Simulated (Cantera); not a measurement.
Feed: 1 mol SiH4, 1.7 mol NO, 0.38 mol H2, 21 mol H2O, held at 1550 °C and 1.00 Torr.

Method: chemical equilibrium by Gibbs-energy minimisation in Cantera with the NASA 1993 tables (ideal gas, pure condensed phases). Candidate condensed phases: H2O, Si, SiO2, Si2N2O, Si3N4; 35 gas species. The tables hold silica as quartz up to 1696 K and as liquid above; real silica turns to tridymite and cristobalite and melts near 1996 K. Kinetics and transport are ignored.

Base state: H2O 0.849, H2 0.109, N2 0.0349, H 0.00393, OH 0.00212, SiO 0.000331, O2 0.000200, O 5.86e-5 (mole fractions); condensed: SiO2(condensed).

What changes in the equilibrium state with this change: SiH4 replaced by SiCl4?


```tsv
species	before	after
H2O	0.849	0.765
HCl	0	0.145
N2	0.0349	0.0336
H2	0.109	0.00878
Cl	0	0.0140
O2	0.000200	0.0252
SiO	0.000331	2.95e-5
O	5.86e-5	0.000657
NO	2.92e-5	0.000322
H	0.00393	0.00111
SiO2(condensed), mol	0.992	0.999
```
Further candidate phases: NH4Cl.

What changes in the equilibrium state with this change: temperature from 1550 °C to 1377 °C?


```csv
species,before,after
H2O,0.849,0.854
H2,0.109,0.110
N2,0.0349,0.0351
H,0.00393,0.000826
OH,0.00212,0.000289
SiO,0.000331,8.47e-6
O,5.86e-5,1.76e-6
O2,0.000200,6.19e-6
NO,2.92e-5,2.73e-6
"SiO2(condensed), mol",0.992,0
"SiO2(β-quartz), mol",0,1.000
```

What changes in the equilibrium state with this change: pressure from 1.00 Torr to 750 Torr?


```
species                 before     after
--------------------  --------  --------
H2O                      0.849     0.854
H2                       0.109     0.111
N2                      0.0349    0.0351
H                      0.00393  0.000144
OH                     0.00212   7.76e-5
SiO                   0.000331   4.43e-7
O2                    0.000200   2.65e-7
O                      5.86e-5   7.78e-8
SiO2(condensed), mol     0.992     1.000
```
Gases not in the tables: Si(OH)4.
